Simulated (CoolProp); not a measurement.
Computed with CoolProp (reference Helmholtz-energy equation of state, Zhou 2016).

For R245ca, give the phase and the density (kg/m³), cp (kJ/(kg K)), cv (kJ/(kg K)), isothermal compressibility (1/MPa) at 294 K and 0.0952 MPa.


- 294 K and 0.0952 MPa: liquid; density 1400, cp 1.37, cv 0.989, isothermal compressibility 0.00174
